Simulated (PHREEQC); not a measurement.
Dissolve 110 mmol/kgw CuCl2, 110 mmol/kgw H2SO4 and 1 mmol/kgw H3BO3 at 25 °C. Closed to the air; pH follows from the charge balance.

Model: ion-association model, phreeqc.dat, run in PHREEQC.

Each row changes one thing in this solution. This is a speciation only: nothing precipitates in the calculation.

```csv
case,pH,ionic strength (mol/kgw),Cl- (mol/kgw),Cu+2 (mol/kgw),HSO4- (mol/kgw),SO4-2 (mol/kgw)
as made,0.94,0.421,0.207,0.0798,0.0709,0.0211
H3BO3 left out,0.94,0.421,0.207,0.0798,0.0709,0.0211
H2SO4 from 0.11 to 0.099 mol/kgw,?,0.409,0.207,0.0802,?,0.0198
H2SO4 from 0.11 to 0.22 mol/kgw,0.68,0.547,0.208,0.0780,0.168,0.0310
H3BO3 from 0.001 to 0.005 mol/kgw,0.94,0.421,0.207,0.0798,0.0709,0.0211
diluted 10-fold with water,1.82,0.0494,0.0217,0.00879,0.00412,0.00492
H2SO4 from 0.11 to 0.022 mol/kgw,1.54,0.321,0.205,0.0875,0.00671,0.00710
temperature from 25 to 55 °C,0.99,0.377,?,0.0657,0.0851,0.0138
CuCl2 from 0.11 to 0.022 mol/kgw,0.96,0.204,0.0434,?,0.0838,0.0204
```

Some entries are withheld; supply them.


- H2SO4 from 0.11 to 0.099 mol/kgw, pH: 0.98
- H2SO4 from 0.11 to 0.099 mol/kgw, HSO4- (mol/kgw): 0.0617
- temperature from 25 to 55 °C, Cl- (mol/kgw): 0.185
- CuCl2 from 0.11 to 0.022 mol/kgw, Cu+2 (mol/kgw): 0.0156

Species that the database lacks are ignored. Constants without temperature data keep their 25 °C values here.
